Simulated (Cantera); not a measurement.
## Premixed flame

A freely propagating, adiabatic, planar premixed flame of CH₄ : CO : O₂ : N₂ = 1 : 1 : 2.27 : 8.55 (molar parts), unburnt at 650 K and 5.20 bar; mixture-averaged transport, grid criteria slope 0.08 and curve 0.16, no radiation.

Model: GRI-Mech 3.0 (53 species, 325 reactions), integrated in Cantera. Burning velocities carry a grid error of a few per cent, more on coarse grids.

| z (mm) | T (K) | u (m/s) | x CH₄ | x CO | x O₂ | x C₂H₄ | x OH | x NO₂ |
|---|---|---|---|---|---|---|---|---|
| -0.234 | 650 | 1.13 | 0.0779 | 0.0779 | 0.177 | 1.43e-8 | <1e-8 | <1e-8 |
| -0.156 | 652 | 1.14 | 0.0777 | 0.0778 | 0.177 | 2.31e-7 | <1e-8 | <1e-8 |
| -0.117 | 660 | 1.15 | 0.0771 | 0.0777 | 0.176 | 1.36e-6 | <1e-8 | 1.93e-8 |
| -0.0780 | 711 | 1.25 | 0.0738 | 0.0779 | 0.172 | 1.41e-5 | 2.67e-7 | 1.45e-7 |
| -0.0390 | 1060 | 1.88 | 0.0543 | 0.0820 | 0.144 | 0.000177 | 3.01e-5 | 3.82e-7 |
| -0.0195 | 1472 | 2.62 | 0.0305 | 0.0888 | 0.106 | 0.000396 | 0.000302 | 1.42e-7 |
| 0 | 1885 | 3.36 | 0.00724 | 0.0930 | 0.0601 | 0.000241 | 0.00235 | 2.86e-8 |
| 0.0195 | 2077 | 3.68 | 0.000483 | 0.0817 | 0.0318 | 1.09e-5 | 0.00654 | 1.82e-8 |
| 0.0390 | 2154 | 3.79 | 1.57e-5 | 0.0681 | 0.0212 | 1.05e-7 | 0.00854 | 2.16e-8 |
| 0.0780 | 2243 | 3.91 | 3.07e-8 | 0.0556 | 0.0147 | <1e-8 | 0.00883 | 2.54e-8 |
| 0.156 | 2335 | 4.05 | <1e-8 | 0.0487 | 0.0105 | <1e-8 | 0.00786 | 3.10e-8 |
| 0.312 | 2414 | 4.16 | <1e-8 | 0.0437 | 0.00706 | <1e-8 | 0.00639 | 3.79e-8 |
| 0.624 | 2466 | 4.24 | <1e-8 | 0.0398 | 0.00461 | <1e-8 | 0.00510 | 4.47e-8 |
x: mole fraction of selected species; z is measured from the peak of heat release.

| Property | Value |
|---|---|
| laminar burning velocity | 113 cm/s |
| thermal thickness | 0.0780 mm |
| peak x(C₂H₄) | 0.000426 |
| peak x(OH) | 0.00892 |
| grid points | 141 |
